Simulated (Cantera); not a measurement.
Feed: 1 mol CH3SiH3, 0.57 mol HCl, a varied amount of H2, equilibrated at 1000 K and 19000 Pa.

Cantera equilibrium calculation (NASA polynomials, part measured and part estimated; ideal gas, pure solids and liquids). Candidate condensed phases: C, C6H6, C7H8, C8H18, Si, SiC; 109 gas species. The feed counts by its element totals alone. The tables' values for SiCl3 are old estimates; treat these amounts as uncertain. The numbers say what is thermodynamically allowed, not how fast it happens.

log p: log10 of the partial pressure in bar; n: condensed amount in mol.

```
n(H2) (mol)  log p H2  log p HCl  log p CH4  log p SiCl4  log p SiHCl3  log p SiCl3  log p SiH2Cl2  n SiC(s)
-----------  --------  ---------  ---------  -----------  ------------  -----------  -------------  --------
12              -0.74      -2.27      -3.37        -3.47         -4.09        -5.48          -5.67     0.965
15              -0.73      -2.33      -3.49        -3.61         -4.16        -5.55          -5.68     0.968
18              -0.73          …          …            …             …        -5.61          -5.68     0.971
22              -0.73      -2.45      -3.71        -3.86         -4.29        -5.68          -5.69     0.974
27              -0.73      -2.52      -3.84        -4.01         -4.37        -5.76          -5.69     0.977
33              -0.73      -2.59      -3.96        -4.16         -4.45        -5.84          -5.70     0.979
40              -0.73          …          …            …             …        -5.93          -5.72     0.981
48              -0.73      -2.73      -4.20        -4.46         -4.61        -6.01          -5.73     0.983
59              -0.73      -2.80      -4.34        -4.64         -4.71        -6.11          -5.75     0.985
72              -0.72      -2.88      -4.47        -4.81         -4.81        -6.20          -5.77     0.986
87              -0.72      -2.95      -4.59        -4.98         -4.91        -6.30          -5.79     0.988
110             -0.72      -3.05      -4.75        -5.21         -5.03        -6.43          -5.83     0.989
130             -0.72      -3.12      -4.85        -5.37         -5.13        -6.53          -5.85     0.990
```

Q: What belongs in the gaps?

A: 
- 40, log p HCl: -2.66
- 40, log p CH4: -4.08
- 40, log p SiCl4: -4.31
- 40, log p SiHCl3: -4.53
- 18, log p HCl: -2.39
- 18, log p CH4: -3.59
- 18, log p SiCl4: -3.72
- 18, log p SiHCl3: -4.22
